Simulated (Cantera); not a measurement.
Input (Python, Cantera):

```python
import numpy as np
import cantera as ct

gas = ct.Solution("gri30.yaml")
gas.TPX = 498, 500000, {'CH4': 1, 'O2': 1.18, 'N2': 4.42}
inlet = ct.Reservoir(gas, clone=True)
gas.equilibrate("HP")  # start burning
reactor = ct.IdealGasConstPressureReactor(gas, energy="on", clone=False)
exhaust = ct.Reservoir(gas, clone=True)
tau = [0.12, 0.054, 0.025, 0.012, 0.0054, 0.0025, 0.0012, 0.00054, 0.00025, 0.00012, 5.4e-05][0]
for a, b in ((inlet, reactor), (reactor, exhaust)):
    ct.MassFlowController(a, b, mdot=lambda t: reactor.mass / tau)
net = ct.ReactorNet([reactor])
show = ['CH4', 'O2', 'CH2', 'H2O2', 'C2H6']

rows = []
print(f"{'tau/s':>10s}{'T/K':>9s}" + "".join(f"{s:>11s}" for s in show))
for tau in [0.12, 0.054, 0.025, 0.012, 0.0054, 0.0025, 0.0012, 0.00054, 0.00025, 0.00012, 5.4e-05]:
    net.initial_time = 0.0
    net.advance(30 * tau)
    before = gas.X
    net.advance(40 * tau)
    drift = np.max(np.abs(gas.X - before) / (gas.X + 1e-9))
    rows.append([gas.T, *gas[show].X, drift])
    print(f"{tau:10.3e}{gas.T:9.1f}" + "".join(f"{x:11.3e}" for x in gas[show].X))
```

It prints:

```
     tau/s      T/K        CH4         O2        CH2       H2O2       C2H6
 1.200e-01   1930.0  3.440e-03  1.219e-04  2.026e-07  3.509e-09  1.181e-06
 5.400e-02   1937.6  4.764e-03  2.492e-04  3.758e-07  7.344e-09  2.616e-06
 2.500e-02   1944.5  6.218e-03  4.896e-04  6.741e-07  1.491e-08  5.315e-06
 1.200e-02   1949.2  7.755e-03  9.203e-04  1.158e-06  2.919e-08  1.013e-05
 5.400e-03   1949.8  9.624e-03  1.807e-03  2.020e-06  6.076e-08  2.030e-05
 2.500e-03   1941.9  1.176e-02  3.454e-03  3.268e-06  1.249e-07  4.078e-05
 1.200e-03   1918.8  1.451e-02  6.571e-03  4.668e-06  2.584e-07  8.629e-05
 5.400e-04   1838.0  2.100e-02  1.614e-02  4.700e-06  6.883e-07  2.826e-04
 2.500e-04    498.0  1.515e-01  1.788e-01  8.741e-35  3.067e-19  1.117e-17
 1.200e-04    498.0  1.515e-01  1.788e-01  6.180e-38  1.565e-22  5.699e-21
 5.400e-05    498.0  1.515e-01  1.788e-01  1.161e-38  9.887e-24  3.600e-22
```

Detailed kinetics in Cantera: GRI-Mech 3.0 (53 species, 325 reactions).
